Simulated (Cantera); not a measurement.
An isothermal, constant-pressure homogeneous reactor starts with C3H8 : H2 = 1 : 2 (molar parts), at 1275 K and 430 Pa.

Detailed kinetics in Cantera: GRI-Mech 3.0 (53 species, 325 reactions). GRI-Mech 3.0 was tuned for natural gas; its chemistry of propane as a main component is partial and can be far from experiment. GRI-Mech 3.0 stops at C3 and has no aromatics, soot or wall deposition, so with more carbon than oxygen in the feed, carbon stays in small species such as C2H2 where larger ones or solid carbon would form. Radical loss at walls, strong at low pressure, is not modelled.

### Question
Predict: x(C3H8) at 8.00 s; x(H2) at 8.00 s; x(CH3) at 8.00 s; x(H) at 8.00 s; x(CH4) at 8.00 s.

### Answer
```
Property                                              Value
-----------------  ----------------------------------------
x(C3H8) at 8.00 s  7.76e-9 (gas-phase equilibrium 5.93e-11)
x(H2) at 8.00 s         0.563 (gas-phase equilibrium 0.734)
x(CH3) at 8.00 s    2.15e-5 (gas-phase equilibrium 5.07e-6)
x(H) at 8.00 s      3.02e-6 (gas-phase equilibrium 9.70e-6)
x(CH4) at 8.00 s       0.208 (gas-phase equilibrium 0.0197)
```
